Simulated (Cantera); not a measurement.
An adiabatic, constant-volume homogeneous reactor starts with CH₄ : O₂ : N₂ : CO₂ = 1 : 2.67 : 10 : 2 (molar parts), equivalence ratio 0.75, at 1675 K and 4.93 atm.

Detailed kinetics in Cantera: GRI-Mech 3.0 (53 species, 325 reactions).

Problem. Predict: time of steepest temperature rise; temperature at 0.200 s; equilibrium temperature; x(O₂) at 0.200 s; x(CO₂) at 0.200 s; x(H) at 0.200 s.

Solution. 
```json
{
  "time_of_steepest_temperature_rise": "74.9 µs",
  "temperature at 0.200 s": "2754 K",
  "equilibrium_temperature": "2754 K",
  "x(O₂) at 0.200 s": "0.0471 (gas-phase equilibrium 0.0471)",
  "x(CO₂) at 0.200 s": "0.156 (gas-phase equilibrium 0.156)",
  "x(H) at 0.200 s": "0.00139 (gas-phase equilibrium 0.00139)"
}
```
